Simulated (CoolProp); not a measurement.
R407C along the isotherm 280.5 K: fugacity coefficient from the reference equation and from simpler models built on Tc = 359.3 K, pc = 4.632 MPa, ω = 0.363; each cubic takes its own stable root.

Values from CoolProp's reference Helmholtz-energy equation of state, Lemmon 2003. It is a pseudo-pure fit of the blend.

| p (MPa) | phase | reference | van der Waals | Soave-Redlich-Kwong | Peng-Robinson |
|---|---|---|---|---|---|
| 0.146 | gas | 0.9713 | ___ | 0.9758 | 0.9744 |
| 0.333 | gas | 0.9347 | 0.9618 | ___ | 0.9418 |
| 1.73 | liquid | 0.3403 | ___ | ___ | 0.3209 |
| 3.93 | liquid | 0.1601 | 0.3714 | ___ | 0.1510 |
| 8.94 | liquid | ___ | 0.2090 | 0.08080 | 0.07697 |
| 20.4 | liquid | 0.05008 | 0.1563 | 0.05134 | ___ |
| 46.3 | liquid | 0.04561 | 0.2128 | 0.05031 | ___ |

Task: Fill in the missing entries.

Result: 
- 0.146, van der Waals: 0.9832
- 0.333, Soave-Redlich-Kwong: 0.9450
- 1.73, van der Waals: 0.7534
- 1.73, Soave-Redlich-Kwong: 0.3276
- 3.93, Soave-Redlich-Kwong: 0.1554
- 8.94, reference: 0.08178
- 20.4, Peng-Robinson: 0.04691
- 46.3, Peng-Robinson: 0.04217
